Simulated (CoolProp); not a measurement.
Saturated liquid density (kg/m³) of propylene: the reference equation beside estimates from Tc = 364.2 K, pc = 4.555 MPa, ω = 0.146. Rackett uses Z = 0.29056 − 0.08775 ω.

Values from CoolProp's reference Helmholtz-energy equation of state, Lemmon 2013.

```tsv
T (K)	reference	Rackett	Redlich-Kwong	Soave-Redlich-Kwong	Peng-Robinson
222.5	613.8	606.1	569.3	576.8	651.5
234.8	598.4	591.1	553.0	561.5	634.9
247.1	(withheld)	575.5	535.5	545.1	(withheld)
259.4	565.8	559.1	516.9	527.2	597.3
271.7	(withheld)	(withheld)	496.7	507.8	575.7
284	529.6	523.4	474.9	486.5	551.9
296.3	509.5	503.5	(withheld)	463.0	525.3
308.6	487.4	481.9	425.0	(withheld)	495.4
320.9	462.6	457.6	395.6	407.0	461.0
333.2	433.6	429.5	361.9	372.2	420.5
345.5	397.1	394.4	321.0	329.5	370.3
357.8	341.5	341.3	264.1	269.1	299.0
```

**Question.** Some entries are withheld; supply them.

**Answer.** 
- 247.1, reference: 582.5
- 247.1, Peng-Robinson: 616.9
- 271.7, reference: 548.3
- 271.7, Rackett: 541.8
- 296.3, Redlich-Kwong: 451.2
- 308.6, Soave-Redlich-Kwong: 436.8

Absolute difference from the reference over all 12 rows, mean and median: Rackett 1.0 and 1.2 %, Redlich-Kwong 12.4 and 10.9 %, Soave-Redlich-Kwong 10.4 and 8.6 %, Peng-Robinson 5.0 and 5.3 %.
